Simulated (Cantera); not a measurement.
# Boron, boron nitride and boron oxide: B2O3 + NH3 + N2

Input: 1 mol B2O3, 0.23 mol NH3, 2.6 mol N2, equilibrated at 9.75 Torr.

Method: chemical equilibrium by Gibbs-energy minimisation in Cantera with the NASA 1993 tables (ideal gas, pure condensed phases). Candidate condensed phases: B, BN, B2O3, B3O3H3, H2O; 39 gas species. Mutual solubility and eutectic melting of coexisting phases are not modelled. Equilibrium is a limit: real reactors are often held back by kinetics, nucleation or transport.

| T (K) | x N2 | x B2O3 | x H2 | x HBO2 | x BO | x H | x HBO | x B2O2 | n BN(s) | n B2O3(l) |
|---|---|---|---|---|---|---|---|---|---|---|
| 975 | 0.887 | 7.54e-11 | 0.113 | 2.12e-6 | <1e-12 | 3.36e-9 | 3.37e-9 | <1e-12 | 0.000509 | 1.000 |
| 1075 | 0.887 | 7.20e-9 | 0.113 | 1.53e-5 | 2.15e-12 | 4.32e-8 | 9.69e-8 | 3.17e-12 | 0.000504 | 1.000 |
| 1175 | 0.887 | 3.07e-7 | 0.112 | 7.67e-5 | 2.29e-10 | 3.61e-7 | 1.55e-6 | 4.96e-10 | 0.000544 | 1.000 |
| 1275 | 0.887 | 7.07e-6 | 0.112 | 0.000294 | 1.16e-8 | 2.17e-6 | 1.59e-5 | 3.44e-8 | 0.000730 | 0.999 |
| 1375 | 0.887 | 0.000101 | 0.112 | 0.000911 | 3.26e-7 | 1.01e-5 | 0.000115 | 1.27e-6 | 0.00123 | 0.998 |
| 1475 | 0.885 | 0.000992 | 0.111 | 0.00238 | 5.78e-6 | 3.79e-5 | 0.000625 | 2.81e-5 | 0.00213 | 0.991 |
| 1575 | 0.877 | 0.00717 | 0.107 | 0.00539 | 7.05e-5 | 0.000119 | 0.00270 | 0.000418 | 0.00221 | 0.963 |
| 1675 | 0.839 | 0.0404 | 0.0959 | 0.0132 | 0.000506 | 0.000315 | 0.00747 | 0.00284 | 0 | 0.826 |
| 1775 | 0.693 | 0.185 | 0.0650 | 0.0322 | 0.00224 | 0.000647 | 0.0123 | 0.00925 | 0 | 0.146 |
| 1875 | 0.666 | 0.207 | 0.0581 | 0.0375 | 0.00521 | 0.00139 | 0.0133 | 0.0101 | 0 | 0 |
| 1975 | 0.664 | 0.202 | 0.0547 | 0.0412 | 0.0104 | 0.00281 | 0.0136 | 0.00958 | 0 | 0 |
| 2075 | 0.661 | 0.196 | 0.0506 | 0.0456 | 0.0186 | 0.00526 | 0.0132 | 0.00847 | 0 | 0 |
| 2175 | 0.655 | 0.187 | 0.0455 | 0.0506 | 0.0302 | 0.00913 | 0.0121 | 0.00690 | 0 | 0 |
| 2275 | 0.647 | 0.176 | 0.0391 | 0.0556 | 0.0446 | 0.0147 | 0.0104 | 0.00521 | 0 | 0 |
x: gas mole fraction; n: condensed amount in mol.

From 975 K to 1575 K the condensed part is BN(s) + B2O3(l). From 1675 K to 1775 K the condensed part is B2O3(l). From 1875 K to 2275 K nothing is condensed. The main B-bearing gas is HBO2 at 975 K and B2O3 at 2275 K.
